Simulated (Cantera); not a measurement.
An adiabatic, constant-volume homogeneous reactor starts with 19.2 % CH4, 17.0 % O2, 63.9 % N2, at 1325 K and 710000 Pa.

Cantera simulation using GRI-Mech 3.0 (53 species, 325 reactions); the numbers are that mechanism's predictions, not measurements.

One state of this run: T (K) = 2551; P (bar) = 16.6; x CH4 = 8.13e-9; x O2 = 1.00e-6; x CO2 = 0.0123; x HCN = 3.07e-6; x O = 4.59e-6. x: mole fraction; the columns are a selection and need not sum to one.

**Question.** Which value of t (s) does it belong to?
A. 0.00203
B. 9.65e-5
C. 4.59e-6
D. 0.00932

**Answer.** D, 0.00932
